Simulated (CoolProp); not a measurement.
Properties of nitrous oxide along the isotherm 311.3 K.

Values from CoolProp's reference Helmholtz-energy equation of state, Lemmon 2006. It is a short technical equation, of lower accuracy than the large ones.

| p (MPa) | phase | density (kg/m³) | Joule-Thomson coefficient (K/MPa) | isothermal compressibility (1/MPa) | expansivity (1/kK) |
|---|---|---|---|---|---|
| 6.25 | gas | 178.8 | 10.10 | 0.3478 | 18.08 |
| 12.5 | supercritical | 768.1 | 0.9134 | 0.01987 | 9.036 |
| 18.8 | supercritical | 836.2 | 0.4154 | 0.009674 | 5.546 |
| 25 | supercritical | 878.2 | 0.2048 | 0.006574 | 4.317 |
| 31.2 | supercritical | 910.0 | 0.08085 | 0.005021 | 3.641 |
| 37.5 | supercritical | 936.2 | -0.003600 | 0.004066 | 3.193 |
| 43.8 | supercritical | 958.4 | -0.06459 | 0.003424 | 2.875 |
| 50 | supercritical | 977.5 | -0.1103 | 0.002968 | 2.636 |
